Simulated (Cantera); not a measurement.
Input: 1 mol C₂H₆, 0.023 mol O₂, 12 mol H₂, equilibrated at 875 K and 3.50 bar.

These are equilibrium values from Cantera (NASA tables, ideal gas, pure condensed phases), not measurements of a reactor. Candidate condensed phases: C, C₆H₆, C₇H₈, C₈H₁₈, H₂O; 110 gas species. Equilibrium is a limit: real reactors are often held back by kinetics, nucleation or transport.

Base state: H₂ 0.843, CH₄ 0.154, H₂O 0.00350, CO 4.12e-5 (mole fractions); condensed: gas only.

Question: What changes in the equilibrium state with this change: temperature from 875 K to 2450 K?

Answer: 
| species | before | after |
|---|---|---|
| H₂ | 0.843 | 0.977 |
| H | <1e-9 | 0.0106 |
| C₂H₂ (acetylene) | <1e-9 | 0.00852 |
| CH₄ | 0.154 | 0.000545 |
| CH₃ | <1e-9 | 0.000108 |
| C₄H₂ | <1e-9 | 3.07e-5 |
| H₂O | 0.00350 | 2.87e-7 |
| C₂H₄ | 1.51e-8 | 2.54e-5 |
| CO | 4.12e-5 | 0.00304 |
| C(graphite), mol | 0 | 1.68 |
